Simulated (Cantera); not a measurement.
# Equilibrium for silicon nitride deposition: SiH4 + NH3 + H2

Charge: 1 mol SiH4, 1.4 mol NH3, 0.6 mol H2, equilibrated at 6500 Pa.

Equilibrium computed with Cantera from the NASA thermochemical tables; the gas is ideal and each condensed phase is pure. Candidate condensed phases: Si, Si3N4; 18 gas species. Mutual solubility and eutectic melting of coexisting phases are not modelled. Gases not in the tables: Si2H6 and higher silanes. The numbers say what is thermodynamically allowed, not how fast it happens.

From 1173 K to 1573 K the condensed part is Si3N4(s). At 1673 K the condensed part is Si(s) + Si3N4(s). At 1773 K the condensed part is Si(l) + Si3N4(s).

| T (K) | log p H2 | log p N2 | log p H | log p Si | log p SiH2 | log p SiH | n Si3N4(s) | n Si(s) | n Si(l) |
|---|---|---|---|---|---|---|---|---|---|
| 1173 | -1.19 | -3.34 | -7.52 | <-13 | -12.41 | <-13 | 0.333 | 0 | 0 |
| 1273 | -1.19 | -3.34 | -6.74 | -12.93 | -10.70 | -12.54 | 0.333 | 0 | 0 |
| 1373 | -1.19 | -3.34 | -6.07 | -10.86 | -9.24 | -10.70 | 0.333 | 0 | 0 |
| 1473 | -1.19 | -3.34 | -5.49 | -9.07 | -7.98 | -9.11 | 0.333 | 0 | 0 |
| 1573 | -1.19 | -3.34 | -4.99 | -7.52 | -6.89 | -7.73 | 0.333 | 0 | 0 |
| 1673 | -1.19 | -3.00 | -4.54 | -6.38 | -6.15 | -6.75 | 0.313 | 0.0596 | 0 |
| 1773 | -1.23 | -2.25 | -4.16 | -5.67 | -5.83 | -6.19 | 0.127 | 0 | 0.618 |
log p: log10 of the partial pressure in bar; n: condensed amount in mol.
